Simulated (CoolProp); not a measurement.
Vapour-liquid equilibrium of carbon dioxide (1) + R134a (2) at 266.4 K; x and y are mole fractions of (1).

Values from CoolProp's multi-fluid Helmholtz-energy mixture model, Span 1996 and Tillner-Roth 1994; pair parameters Bell 2016.

Give the bubble pressure and the first vapour's composition at x = 0.2, 0.5, 0.725. Is there an azeotrope?

x = 0.2: 0.6685 MPa, y = 0.699; x = 0.5: 1.452 MPa, y = 0.896; x = 0.725: 2.058 MPa, y = 0.951. No azeotrope shows between x = 0.05 and 0.95.

Pair parameters are fitted to limited data, so mixtures are less certain than the pure fluids.
